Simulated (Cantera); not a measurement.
Charge: 1 mol BCl₃, 3.2 mol H₂O, 5.8 mol H₂, at 16000 Pa.

These are equilibrium values from Cantera (NASA tables, ideal gas, pure condensed phases), not measurements of a reactor. Candidate condensed phases: B, B₂O₃, B₃O₃H₃, H₂O; 33 gas species. Gases not in the tables: H₃BO₃. The numbers say what is thermodynamically allowed, not how fast it happens.

Problem. Which condensed phases are stable at each of these points (T (°C)): 675, 775, 875, 975, 1075, 1175, 1275, 1375, 1475, 1575, 1675, 1775?

Solution. 
```
T (°C)  condensed phases  B condensed (%)
------  ----------------  ---------------
675              B₂O₃(l)             97.0
775              B₂O₃(l)             98.1
875              B₂O₃(l)             98.4
975              B₂O₃(l)             97.5
1075             B₂O₃(l)             93.8
1175             B₂O₃(l)             83.9
1275             B₂O₃(l)             62.0
1375             B₂O₃(l)             19.2
1475            gas only              0.0
1575            gas only              0.0
1675            gas only              0.0
1775            gas only              0.0
```

From 675 °C to 1375 °C the condensed part is B₂O₃(l). From 1475 °C to 1775 °C nothing is condensed.
